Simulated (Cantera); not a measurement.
A Cantera script and its output.

```python
import numpy as np
import cantera as ct

gas = ct.Solution("gri30.yaml")
gas.TPX = 1300, 45000, {'CO': 1, 'H2': 0.17, 'CH4': 0.11, 'O2': 0.447, 'N2': 1.68}
reactor = ct.IdealGasReactor(gas, energy="on", clone=False)
net = ct.ReactorNet([reactor])
net.rtol, net.atol = 1e-08, 1e-16
show = ['CO', 'H2', 'CH4', 'CH2CO', 'H', 'CH2']
times = np.geomspace(1e-06, 0.3, 14)

steps = ct.SolutionArray(gas, extra=["t"])
rows = []
print(f"{'t/s':>10s}{'T/K':>9s}{'P/Pa':>11s}" + "".join(f"{s:>11s}" for s in show))
for t in times:
    while net.time < t:
        t_next = net.step()
        steps.append(gas.state, t=t_next)
    rows.append([np.interp(t, steps.t, y) for y in (steps.T, steps.P, *steps(*show).X.T)])
    print(f"{t:10.3e}{rows[-1][0]:9.1f}{rows[-1][1]:11.4g}" + "".join(f"{x:11.3e}" for x in rows[-1][2:]))
rate = np.gradient(steps.T, steps.t)
print("integrator steps:", len(steps.t))
if steps.T.max() > steps.T[0] + 200:
    print(f"time of steepest temperature rise: {steps.t[rate.argmax()]:.4e} s")
gas.TPX = 1300, 45000, {'CO': 1, 'H2': 0.17, 'CH4': 0.11, 'O2': 0.447, 'N2': 1.68}
gas.equilibrate("UV")
print(f"equilibrium (UV): T = {gas.T:.1f} K  " + "  ".join(f"{s} {gas[s].X[0]:.3e}" for s in show))
```

Result:

```
       t/s      T/K       P/Pa         CO         H2        CH4      CH2CO          H        CH2
 1.000e-06   1300.0    4.5e+04  2.935e-01  4.990e-02  3.229e-02  2.505e-16  1.487e-09  3.960e-18
 2.638e-06   1300.0    4.5e+04  2.935e-01  4.990e-02  3.229e-02  2.966e-15  5.338e-09  1.082e-16
 6.960e-06   1300.0    4.5e+04  2.935e-01  4.990e-02  3.229e-02  4.281e-14  1.929e-08  2.123e-15
 1.836e-05   1300.0    4.5e+04  2.935e-01  4.990e-02  3.229e-02  6.937e-13  6.430e-08  4.083e-14
 4.845e-05   1300.0    4.5e+04  2.935e-01  4.990e-02  3.228e-02  1.375e-11  3.049e-07  1.466e-12
 1.278e-04   1300.1    4.5e+04  2.935e-01  4.987e-02  3.224e-02  1.326e-09  7.411e-06  9.644e-10
 3.372e-04   1525.9  5.297e+04  2.947e-01  5.036e-02  1.795e-02  8.547e-05  1.320e-03  9.405e-06
 8.896e-04   2795.3  9.338e+04  2.229e-01  2.252e-02  1.557e-14  1.065e-15  1.559e-02  2.484e-13
 2.347e-03   2823.7  9.409e+04  2.228e-01  2.257e-02  2.423e-14  1.466e-15  1.387e-02  3.307e-13
 6.192e-03   2821.0    9.4e+04  2.231e-01  2.267e-02  2.472e-14  1.476e-15  1.378e-02  3.286e-13
 1.634e-02   2821.0  9.399e+04  2.231e-01  2.267e-02  2.473e-14  1.476e-15  1.378e-02  3.286e-13
 4.310e-02   2821.0  9.399e+04  2.231e-01  2.267e-02  2.473e-14  1.476e-15  1.378e-02  3.286e-13
 1.137e-01   2821.0  9.399e+04  2.231e-01  2.267e-02  2.473e-14  1.476e-15  1.378e-02  3.286e-13
 3.000e-01   2821.0  9.399e+04  2.231e-01  2.267e-02  2.473e-14  1.476e-15  1.378e-02  3.286e-13
integrator steps: 1581
time of steepest temperature rise: 3.5570e-04 s
equilibrium (UV): T = 2821.0 K  CO 2.231e-01  H2 2.267e-02  CH4 3.180e-14  CH2CO 1.574e-15  H 1.378e-02  CH2 3.418e-13
```

Computed with Cantera and GRI-Mech 3.0 (53 species, 325 reactions).
